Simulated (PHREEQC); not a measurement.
1 kg of water holding 0.41 mol MgCl2 and 0.029 mol KCl is evaporated at 20 °C; the solids stay in contact with the brine. CO2 from the air is kept out. The run lets Bischofite, Brucite, Carnallite, Sylvite, MgCl2_4H2O precipitate or redissolve, and no other solid.

Base run: PHREEQC, Pitzer model, pitzer.dat. Each further column changes one thing. The table gives water activity.

```csv
H2O removed (mol),base,temperature from 20 to 75 °C,temperature from 20 to 25 °C
0,0.979,0.980,0.979
9.886,0.974,0.975,0.974
18.01,0.967,0.969,0.967
24.69,0.958,0.961,0.958
30.18,0.947,0.950,0.947
34.69,0.931,0.937,0.932
38.4,0.910,?,0.911
43.95,0.843,?,0.845
46.01,0.791,0.813,0.793
47.7,0.721,0.751,0.723
49.09,0.628,?,0.632
50.23,0.513,0.567,0.518
51.17,0.408,0.444,0.412
```

### Question
Some entries are withheld; supply them.

### Answer

- 38.4, temperature from 20 to 75 °C: 0.918
- 43.95, temperature from 20 to 75 °C: 0.859
- 49.09, temperature from 20 to 75 °C: 0.669

 At this temperature some constants are extrapolated from 25 °C, and those without enthalpy data are left unchanged.
